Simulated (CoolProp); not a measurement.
Methanol at 298.15 K and 0.00648 MPa is compressed adiabatically to 0.0442 MPa with isentropic efficiency 0.7. Each further row changes one setting.

Computed with CoolProp (reference Helmholtz-energy equation of state, de Reuck 1993).

| case | work (kJ/kg) | final temperature (K) | final density (kg/m³) |
|---|---|---|---|
| as stated | ___ | 458.4 | 0.373 |
| efficiency 1 | ___ | ___ | 0.413 |
| efficiency 0.65 | 271 | 469.2 | 0.364 |

Task: What belongs in the gaps?

Result: 
- as stated, work (kJ/kg): 251
- efficiency 1, work (kJ/kg): 176
- efficiency 1, final temperature (K): 414.6
